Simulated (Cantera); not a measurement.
Charge: 1 mol Si3H8, 1.7 mol HCl, 140 mol N2, at 1525 °C and 100000 Pa.

Equilibrium computed with Cantera from the NASA thermochemical tables; the gas is ideal and each condensed phase is pure. Candidate condensed phases: NH4Cl, Si, Si3N4; 28 gas species. The feed counts by its element totals alone. The tables' values for SiCl3 are old estimates; treat these amounts as uncertain. Rates play no part.

Base state: N2 0.960, H2 0.0284, HCl 0.0107, SiCl2 0.000535, H 5.93e-5, SiCl3 1.73e-5, Cl 1.71e-5 (mole fractions); condensed: Si3N4(s).

**Question.** What changes in the equilibrium state with this change: pressure from 100000 Pa to 560 Pa?

**Answer.** 
```json
[
 {"species": "N2", "before": "0.960", "after": "0.960"},
 {"species": "H2", "before": "0.0284", "after": "0.0301"},
 {"species": "HCl", "before": "0.0107", "after": "0.00541"},
 {"species": "SiCl2", "before": "0.000535", "after": "0.00301"},
 {"species": "Si2N", "before": "3.99e-9", "after": "2.90e-5"},
 {"species": "Si", "before": "1.32e-7", "after": "0.000551"},
 {"species": "SiN", "before": "5.77e-8", "after": "1.80e-5"},
 {"species": "Si3N4(s), mol", "before": "0.973", "after": "0"},
 {"species": "Si(l), mol", "before": "0", "after": "2.45"}
]
```
The tables' values for SiCl, SiN are old estimates; treat these amounts as uncertain.

**Question.** What changes in the equilibrium state with this change: Si3H8 replaced by SiH4?

**Answer.** 
| species | before | after |
|---|---|---|
| N2 | 0.960 | 0.974 |
| H2 | 0.0284 | 0.0149 |
| HCl | 0.0107 | 0.00997 |
| SiCl2 | 0.000535 | 0.000879 |
| SiCl3 | 1.73e-5 | 3.66e-5 |
| H | 5.93e-5 | 4.30e-5 |
| Si3N4(s), mol | 0.973 | 0.289 |

**Question.** What changes in the equilibrium state with this change: pressure from 100000 Pa to 970 Pa?

**Answer.** 
```json
[
 {"species": "N2", "before": "0.960", "after": "0.960"},
 {"species": "H2", "before": "0.0284", "after": "0.0305"},
 {"species": "HCl", "before": "0.0107", "after": "0.00560"},
 {"species": "SiCl2", "before": "0.000535", "after": "0.00300"},
 {"species": "Si2N", "before": "3.99e-9", "after": "1.96e-5"},
 {"species": "Si", "before": "1.32e-7", "after": "0.000300"},
 {"species": "Si3N4(s), mol", "before": "0.973", "after": "0.834"}
]
```
The tables' values for SiCl, SiN are old estimates; treat these amounts as uncertain.
